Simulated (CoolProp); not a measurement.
Vapour-liquid equilibrium of nitrogen (1) + oxygen (2) at 73.3 K; x and y are mole fractions of (1).

Values from CoolProp's multi-fluid Helmholtz-energy mixture model, Span 2000 and Schmidt 1985; pair parameters Gernert 2013.

```json
[
 {"x": "0.05", "bubble pressure (MPa)": "0.01429", "y at the bubble point": "0.262", "dew pressure at overall composition x (MPa)": "0.01158", "liquid density (mol/L)": "37.69"},
 {"x": "0.15", "bubble pressure (MPa)": "0.02013", "y at the bubble point": "0.526", "dew pressure at overall composition x (MPa)": "0.01272", "liquid density (mol/L)": "36.73"},
 {"x": "0.25", "bubble pressure (MPa)": "0.02540", "y at the bubble point": "0.663", "dew pressure at overall composition x (MPa)": "0.01411", "liquid density (mol/L)": "35.80"},
 {"x": "0.35", "bubble pressure (MPa)": "0.03032", "y at the bubble point": "0.751", "dew pressure at overall composition x (MPa)": "0.01584", "liquid density (mol/L)": "34.88"},
 {"x": "0.45", "bubble pressure (MPa)": "0.03505", "y at the bubble point": "0.814", "dew pressure at overall composition x (MPa)": "0.01803", "liquid density (mol/L)": "33.99"},
 {"x": "0.55", "bubble pressure (MPa)": "0.03968", "y at the bubble point": "0.862", "dew pressure at overall composition x (MPa)": "0.02089", "liquid density (mol/L)": "33.12"},
 {"x": "0.65", "bubble pressure (MPa)": "0.04431", "y at the bubble point": "0.902", "dew pressure at overall composition x (MPa)": "0.02477", "liquid density (mol/L)": "32.27"},
 {"x": "0.75", "bubble pressure (MPa)": "0.04899", "y at the bubble point": "0.935", "dew pressure at overall composition x (MPa)": "0.03026", "liquid density (mol/L)": "31.44"},
 {"x": "0.85", "bubble pressure (MPa)": "0.05375", "y at the bubble point": "0.964", "dew pressure at overall composition x (MPa)": "0.03844", "liquid density (mol/L)": "30.62"},
 {"x": "0.95", "bubble pressure (MPa)": "0.05859", "y at the bubble point": "0.989", "dew pressure at overall composition x (MPa)": "0.05141", "liquid density (mol/L)": "29.82"}
]
```

No azeotrope shows between x = 0.05 and 0.95.

Pair parameters are fitted to limited data, so mixtures are less certain than the pure fluids.
